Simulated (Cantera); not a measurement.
What does this Cantera script print?

```python
import numpy as np
import cantera as ct

surf = ct.Interface("diamond.yaml", "diamond_100")
gas, bulk = surf.adjacent["gas"], surf.adjacent["diamond"]
k = surf.kinetics_species_index(bulk.species_names[0])
cover = ["c6HH", "c6H*", "c6*H", "c6**", "c6HM", "c6B"]

rows, drift = [], 0.0
print(f"{'xH':>10s}{'um/h':>11s}" + "".join(f"{s:>11s}" for s in cover))
for v in [0.0001, 0.00026, 0.00066, 0.0017, 0.0044, 0.011, 0.029, 0.074, 0.19]:
    T, P, xH, xCH3 = 1223, 8400, v, 2.3e-05
    gas.TPX = T, P, {"H": xH, "CH3": xCH3, "CH4": 0.0036, "H2": 1 - xH - xCH3 - 0.0036}
    surf.TP = bulk.TP = T, P
    surf.coverages = "c6H*:0.1, c6HH:0.9"
    surf.advance_coverages(100.0)
    before = surf.coverages
    surf.advance_coverages(100.0)
    drift = max(drift, np.max(np.abs(surf.coverages - before) / (surf.coverages + 1e-9)))
    rate = surf.net_production_rates[k] * bulk.mean_molecular_weight / bulk.density * 3.6e9
    rows.append([rate, *surf[cover].coverages])
    print(f"{v:10.4g}{rate:11.4e}" + "".join(f"{x:11.3e}" for x in rows[-1][1:]))
```

Result:

```
        xH       um/h       c6HH       c6H*       c6*H       c6**       c6HM        c6B
    0.0001 2.9218e-02  6.269e-01  2.774e-02  3.397e-01  4.898e-03  2.100e-04  7.928e-11
   0.00026 8.6545e-02  5.244e-01  3.493e-02  4.278e-01  1.203e-02  2.934e-04  2.348e-10
   0.00066 1.9147e-01  4.679e-01  3.854e-02  4.720e-01  2.074e-02  3.538e-04  5.196e-10
    0.0017 3.7758e-01  4.406e-01  4.009e-02  4.907e-01  2.780e-02  3.709e-04  1.025e-09
    0.0044 7.0420e-01  4.290e-01  4.073e-02  4.979e-01  3.180e-02  3.288e-04  1.911e-09
     0.011 1.1603e+00  4.244e-01  4.107e-02  5.004e-01  3.361e-02  2.401e-04  3.148e-09
     0.029 1.6524e+00  4.225e-01  4.149e-02  5.012e-01  3.449e-02  1.360e-04  4.484e-09
     0.074 1.9859e+00  4.218e-01  4.233e-02  5.008e-01  3.502e-02  6.528e-05  5.389e-09
      0.19 2.1796e+00  4.213e-01  4.438e-02  4.986e-01  3.570e-02  2.812e-05  5.914e-09
```

Detailed kinetics in Cantera: the Harris–Goodwin 1993 mechanism for the reconstructed diamond (100) surface.
